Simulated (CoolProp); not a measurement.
Model: reference Helmholtz-energy equation of state, Lemmon 2006, in CoolProp. It is a short technical equation, of lower accuracy than the large ones.

Question: For C3F8 (R218), give the phase and the Joule-Thomson coefficient (K/MPa) at 422.3 K and 101 kPa.

Answer: 
- 422.3 K and 101 kPa: gas; Joule-Thomson coefficient 4.48
